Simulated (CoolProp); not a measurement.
Saturation properties of decamethylcyclopentasiloxane (D5) (Tc = 345.1 °C, pc = 10.78 bar, ω = 0.631).

Computed with CoolProp (reference Helmholtz-energy equation of state, Thol 2019).

| T (°C) | p (bar) | vapour density (kg/m³) | surface tension (mN/m) |
|---|---|---|---|
| 55.55 | 0.002019 | 0.02742 | 15.8 |
| 78.25 | 0.008144 | 0.1036 | 14.1 |
| 100.95 | 0.02616 | 0.3137 | 12.5 |
| 123.75 | 0.07042 | 0.8013 | 11.0 |
| 146.45 | 0.1633 | 1.778 | 9.48 |
| 169.15 | 0.3370 | 3.543 | 8.05 |
| 191.85 | 0.6330 | 6.494 | 6.68 |
| 214.55 | 1.101 | 11.16 | 5.38 |

It boils at 210.9 °C under 1 atm.

Surface tension comes from a separate correlation (Mulero 2014), older than this fluid's equation and unchecked against measurements.
